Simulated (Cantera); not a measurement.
B2O3 + O2 + N2 (boron, boron nitride and boron oxide)

A closed system holds: 1 mol B2O3, 0.41 mol O2, 35 mol N2, held at 1300 K and 1.33 mbar.

Method: chemical equilibrium by Gibbs-energy minimisation in Cantera with the NASA 1993 tables (ideal gas, pure condensed phases). Candidate condensed phases: B, BN, B2O3; 17 gas species. Rates play no part.

The x(N2) comes out as 0.988 and the x(O2) is 0.0115. The x(B2O3) is 0.000140. The x(NO) is 0.000104, the x(BO2) comes out as 8.93e-6 and the n(B2O3(l)) is 0.995 mol. The gas amount comes out as 35.42 mol and the log10 activity of B(s) (absent) is -15.56.
